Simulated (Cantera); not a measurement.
Source: NASA polynomial tables (part measured, part estimated), evaluated in Cantera. Values are per mole of reaction as written; species without (g) are pure solids or liquids, kept so even where they would boil at 1 bar. VN: taken at fixed stoichiometry.

**Question.** Between 1473 and 1773 K, where is each reaction favourable under standard conditions?
- 2 VN + 6 O(g) → V₂O₅ + N₂O(g)
- 2 V₂O₄ → O₂(g) + 2 V₂O₃
- 2 V + 5 NO(g) → 5 N(g) + V₂O₅

**Answer.** 
- 2 VN + 6 O(g) → V₂O₅ + N₂O(g): ΔG° is -1535 kJ at 1473 K and -1346 kJ at 1773 K; it stays negative (K > 1). ΔH° is -2464 kJ and ΔS° -631 J/K at 1773 K.
- 2 V₂O₄ → O₂(g) + 2 V₂O₃: ΔG° is 198 kJ at 1473 K and 159 kJ at 1773 K; it stays positive (K < 1). ΔH° is 391 kJ and ΔS° 131 J/K at 1773 K.
- 2 V + 5 NO(g) → 5 N(g) + V₂O₅: ΔG° is 571 kJ at 1473 K and 587 kJ at 1773 K; it stays positive (K < 1). ΔH° is 501 kJ and ΔS° -49 J/K at 1773 K.
